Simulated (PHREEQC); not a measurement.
Acid mine or pickling water: an equilibrium model

A made-up water analysis in mg/L, 20 °C, pH 3.81, pe 10.5: Na 1170; K 24.9; Ca 606; Mg 110; Cl 558; S(6) as SO4 3500; Zn 55.2; Si as SiO2 5.08; Fe(3) 5.53; Pb 2.49; Br 1.97; Cd 1.37.

Valence states are taken as typed.

The numbers come from PHREEQC with the ion-association model, phreeqc.dat.

Each row changes one thing in this solution. This is a speciation only: nothing precipitates in the calculation.

| case | ionic strength (mol/kgw) | SO4-2 (mol/kgw) | Ca+2 (mol/kgw) | CaSO4 (mol/kgw) | Mg+2 (mol/kgw) | NaSO4- (mol/kgw) | SI of Quartz (SiO2) | SI of Anglesite (PbSO4) |
|---|---|---|---|---|---|---|---|---|
| as made | 0.111 | 0.0260 | 0.00950 | 0.00570 | 0.00260 | 0.00223 | -0.00 | -0.09 |
| temperature from 20 to 35 °C at the same typed pH | 0.109 | 0.0253 | 0.00932 | 0.00588 | 0.00223 | 0.00234 | -0.22 | -0.19 |
| Ca from 606 to 1210 mg/L | 0.127 | 0.0226 | 0.0205 | 0.00983 | 0.00284 | 0.00187 | -0.00 | -0.12 |
| Si from 5.08 to 10.2 mg/L | 0.111 | 0.0260 | 0.00950 | 0.00570 | 0.00260 | 0.00223 | +0.30 | -0.09 |

Some of these states are supersaturated (in Jarosite-K, Gypsum, for instance).
